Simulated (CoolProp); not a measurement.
Vapour-liquid equilibrium of R13 (1) + n-butane (2) at 0.0203 MPa; x and y are mole fractions of (1).

Model: multi-fluid Helmholtz-energy mixture model, Platzer 1990 and Bücker 2006; pair parameters Bell 2016, in CoolProp. This equation is an older, rougher fit; its heat capacities, sound speeds and derivatives of the liquid may be far off and weren't checked against measurements.

Question: Give the bubble temperature and the first vapour's composition at x = 0.5, 0.65, 0.95. Is there an azeotrope?

Answer: x = 0.5: -102.1 °C, y = 0.995; x = 0.65: -103.4 °C, y = 0.996; x = 0.95: -106.3 °C, y = 0.999. No azeotrope shows between x = 0.05 and 0.95.

The pair parameters rest on a limited set of measurements; away from them the model extrapolates. With so large a gap from Raoult's law the liquid may split in two, which this calculation doesn't test in full.
